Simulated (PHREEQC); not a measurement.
A solution holds 0.29 mol/kgw NH3, 0.00063 mol/kgw H4SiO4 and 0.033 mol/kgw K3PO4, at 25 °C. Closed to the air; pH follows from the charge balance.

The numbers come from PHREEQC with the ion-association model, phreeqc.dat.

No solid was allowed to form.

**Question.** What pH does the model give?

**Answer.** pH 11.92.

**Question.** In which forms is P present?

**Answer.** PO4-3 66 %, HPO4-2 33 %, KHPO4- 1.9 % of the P.
